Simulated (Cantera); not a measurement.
Input (Python, Cantera):

```python
import numpy as np
import cantera as ct

surf = ct.Interface("diamond.yaml", "diamond_100")
gas, bulk = surf.adjacent["gas"], surf.adjacent["diamond"]
k = surf.kinetics_species_index(bulk.species_names[0])
cover = ["c6HH", "c6H*", "c6*H", "c6**", "c6HM", "c6B"]

rows, drift = [], 0.0
print(f"{'P':>10s}{'um/h':>11s}" + "".join(f"{s:>11s}" for s in cover))
for v in [840, 1200, 1700, 2400, 3500, 5000, 7100, 10000]:
    T, P, xH, xCH3 = 925, v, 0.024, 0.00019
    gas.TPX = T, P, {"H": xH, "CH3": xCH3, "CH4": 0.0047, "H2": 1 - xH - xCH3 - 0.0047}
    surf.TP = bulk.TP = T, P
    surf.coverages = "c6H*:0.1, c6HH:0.9"
    surf.advance_coverages(100.0)
    before = surf.coverages
    surf.advance_coverages(100.0)
    drift = max(drift, np.max(np.abs(surf.coverages - before) / (surf.coverages + 1e-9)))
    rate = surf.net_production_rates[k] * bulk.mean_molecular_weight / bulk.density * 3.6e9
    rows.append([rate, *surf[cover].coverages])
    print(f"{v:10.4g}{rate:11.4e}" + "".join(f"{x:11.3e}" for x in rows[-1][1:]))
```

It prints:

```
         P       um/h       c6HH       c6H*       c6*H       c6**       c6HM        c6B
       840 5.7261e-01  6.625e-01  1.218e-02  3.124e-01  5.433e-03  5.902e-03  1.554e-09
      1200 8.1963e-01  6.625e-01  1.219e-02  3.123e-01  5.435e-03  5.914e-03  2.224e-09
      1700 1.1628e+00  6.625e-01  1.222e-02  3.123e-01  5.437e-03  5.922e-03  3.155e-09
      2400 1.6433e+00  6.625e-01  1.225e-02  3.123e-01  5.441e-03  5.928e-03  4.459e-09
      3500 2.3988e+00  6.625e-01  1.230e-02  3.122e-01  5.446e-03  5.932e-03  6.509e-09
      5000 3.4295e+00  6.625e-01  1.237e-02  3.121e-01  5.454e-03  5.936e-03  9.306e-09
      7100 4.8739e+00  6.625e-01  1.246e-02  3.120e-01  5.464e-03  5.940e-03  1.323e-08
     1e+04 6.8710e+00  6.625e-01  1.259e-02  3.119e-01  5.478e-03  5.943e-03  1.864e-08
```

Computed with Cantera and the Harris–Goodwin 1993 mechanism for the reconstructed diamond (100) surface.
